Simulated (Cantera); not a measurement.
A closed system holds: 1 mol Al2O3, 22 mol Cl2, at 798.15 K and 730 Pa.

Method: chemical equilibrium by Gibbs-energy minimisation in Cantera with the NASA 1993 tables (ideal gas, pure condensed phases). Candidate condensed phases: Al, AlCl3, Al2O3; 17 gas species. Condensed phases not in the tables: AlOCl. Rates play no part.

Base state: Cl2 1.000, Cl 0.000105 (mole fractions); condensed: Al2O3(s).

Task: What changes in the equilibrium state with this change: Al2O3 replaced by CaO?

Result: 
```
species          before     after
-------------  --------  --------
Cl2               1.000     0.977
O2              9.22e-7    0.0233
Cl             0.000105  0.000104
Al2O3(s), mol     1.000         0
CaCl2(s), mol         0      1.00
```
Condensed phases not in the tables: oxide chlorides. Further candidate phases: Ca, CaCl2, CaO.
